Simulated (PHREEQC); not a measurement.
Phosphoric acid bath: speciation

Make-up at 25 °C: 0.0054 mol H3PO4 and 0.00042 mol HNO3 per kg of water. Closed to the air; pH follows from the charge balance.

All values are PHREEQC results (ion-association model, phreeqc.dat), not measurements.

The pH is 2.43 and the ionic strength comes out as 0.00398 mol/kgw. The specific conductance is 1460 µS/cm and the total alkalinity comes out as -5.82 meq/kg.

```tsv
species	molality	activity	log γ
H+	0.00398	0.00374	-0.027
H2PO4-	0.00356	0.00333	-0.029
H3PO4	0.00184	0.00184	0.000
NO3-	0.000420	0.000392	-0.030
HPO4-2	7.23e-8	5.53e-8	-0.117
```

No solid was allowed to form.
